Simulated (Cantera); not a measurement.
Mixture: CO : H2 : CH4 : O2 : N2 = 1 : 0.057 : 0.61 : 1.59 : 5.98 (molar parts), equivalence ratio 1.1, at 100000 Pa, adiabatic and at constant volume. Ignition delay is the time to a rise of 400 K.

Detailed kinetics in Cantera: GRI-Mech 3.0 (53 species, 325 reactions).

Predict: delay at 1100 K; delay at 1175 K; delay at 1250 K; delay at 1325 K; delay at 1400 K; delay at 1475 K; delay at 1550 K; apparent activation energy between 1400 and 1550 K.


```json
{
  "delay at 1100 K": "66.6 ms",
  "delay at 1175 K": "25.4 ms",
  "delay at 1250 K": "9.83 ms",
  "delay at 1325 K": "4.01 ms",
  "delay at 1400 K": "1.77 ms",
  "delay at 1475 K": "0.855 ms",
  "delay at 1550 K": "0.455 ms",
  "apparent activation energy between 1400 and 1550 K": "160 kJ/mol"
}
```
